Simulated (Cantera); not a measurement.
Input (Python, Cantera):

```python
import numpy as np
import cantera as ct

gas = ct.Solution("gri30.yaml")
gas.TPX = 1325, 930000, {'CO': 0.012, 'O2': 0.021, 'H2O': 0.0033, 'N2': 1}
reactor = ct.IdealGasConstPressureReactor(gas, energy="off", clone=False)
net = ct.ReactorNet([reactor])
net.rtol, net.atol = 1e-08, 1e-18
show = ['CO', 'O2', 'H2O', 'H2O2', 'N2O', 'O']
times = np.geomspace(2e-05, 30, 13)

steps = ct.SolutionArray(gas, extra=["t"])
rows = []
print(f"{'t/s':>10s}{'T/K':>9s}{'P/Pa':>11s}" + "".join(f"{s:>11s}" for s in show))
for t in times:
    while net.time < t:
        t_next = net.step()
        steps.append(gas.state, t=t_next)
    rows.append([np.interp(t, steps.t, y) for y in (steps.T, steps.P, *steps(*show).X.T)])
    print(f"{t:10.3e}{rows[-1][0]:9.1f}{rows[-1][1]:11.4g}" + "".join(f"{x:11.3e}" for x in rows[-1][2:]))
rate = np.gradient(steps.T, steps.t)
print("integrator steps:", len(steps.t))
if steps.T.max() > steps.T[0] + 200:
    print(f"time of steepest temperature rise: {steps.t[rate.argmax()]:.4e} s")
gas.TPX = 1325, 930000, {'CO': 0.012, 'O2': 0.021, 'H2O': 0.0033, 'N2': 1}
gas.equilibrate("TP")
print(f"equilibrium (TP): T = {gas.T:.1f} K  " + "  ".join(f"{s} {gas[s].X[0]:.3e}" for s in show))
```

Output:

```
       t/s      T/K       P/Pa         CO         O2        H2O       H2O2        N2O          O
 2.000e-05   1325.0    9.3e+05  1.158e-02  2.026e-02  3.184e-03  2.388e-13  5.497e-12  1.237e-08
 6.542e-05   1325.0    9.3e+05  1.158e-02  2.026e-02  3.184e-03  6.968e-12  6.502e-11  5.046e-08
 2.140e-04   1325.0    9.3e+05  1.158e-02  2.026e-02  3.184e-03  1.251e-09  2.178e-09  9.683e-07
 6.999e-04   1325.0    9.3e+05  1.045e-02  1.968e-02  3.153e-03  2.967e-07  5.075e-07  4.182e-05
 2.289e-03   1325.0    9.3e+05  5.866e-03  1.743e-02  3.166e-03  1.884e-07  2.509e-06  2.658e-05
 7.489e-03   1325.0    9.3e+05  1.517e-03  1.530e-02  3.190e-03  4.811e-08  4.493e-06  7.869e-06
 2.449e-02   1325.0    9.3e+05  1.232e-04  1.462e-02  3.200e-03  3.580e-09  4.543e-06  8.883e-07
 8.012e-02   1325.0    9.3e+05  2.498e-06  1.456e-02  3.202e-03  4.684e-10  2.091e-06  7.280e-08
 2.621e-01   1325.0    9.3e+05  2.095e-08  1.456e-02  3.203e-03  1.072e-10  1.624e-07  1.519e-08
 8.572e-01   1325.0    9.3e+05  7.966e-09  1.456e-02  3.203e-03  7.799e-11  3.027e-08  1.097e-08
 2.804e+00   1325.0    9.3e+05  7.964e-09  1.456e-02  3.203e-03  7.799e-11  3.024e-08  1.097e-08
 9.172e+00   1325.0    9.3e+05  7.964e-09  1.456e-02  3.203e-03  7.799e-11  3.024e-08  1.097e-08
 3.000e+01   1325.0    9.3e+05  7.964e-09  1.456e-02  3.203e-03  7.799e-11  3.024e-08  1.097e-08
integrator steps: 1281
equilibrium (TP): T = 1325.0 K  CO 7.983e-09  O2 1.449e-02  H2O 3.203e-03  H2O2 7.781e-11  N2O 3.018e-08  O 1.094e-08
```

Detailed kinetics in Cantera: GRI-Mech 3.0 (53 species, 325 reactions).
